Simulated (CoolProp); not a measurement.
Vapour pressure (MPa) of water: the reference equation beside estimates from Tc = 373.9 °C, pc = 22.06 MPa, ω = 0.344. Clausius-Clapeyron is anchored at 25.75 °C with a constant enthalpy of vaporisation of 43.96 kJ/mol.

Computed with CoolProp (reference Helmholtz-energy equation of state, Wagner 2002).

```
T (°C)  reference  Lee-Kesler  Clausius-Clapeyron  van der Waals  Peng-Robinson
------  ---------  ----------  ------------------  -------------  -------------
25.75    0.003314    0.002386            0.003314         0.3514       0.002809
34.45    0.005460    0.004072            0.005466         0.4319       0.004715
43.05    0.008673    0.006680            0.008723         0.5239       0.007617
51.75     0.01347     0.01069             0.01365         0.6307        0.01201
60.35     0.02027     0.01654             0.02077         0.7506        0.01833
68.95     0.02981     0.02494             0.03093         0.8860        0.02731
77.65     0.04308     0.03690             0.04538          1.040        0.03992
86.25     0.06076     0.05317             0.06508          1.209        0.05690
94.95     0.08445     0.07537             0.09214          1.399        0.07984
103.55     0.1150      0.1044              0.1279          1.606         0.1096
112.25     0.1546      0.1427              0.1756          1.836         0.1485
120.85     0.2041      0.1912              0.2368          2.085         0.1974
```

Absolute difference from the reference over all 12 rows, mean and median: Lee-Kesler 16.1 and 15.3 %, Clausius-Clapeyron 5.9 and 4.5 %, van der Waals 3698.2 and 2593.1 %, Peng-Robinson 8.4 and 7.9 %.
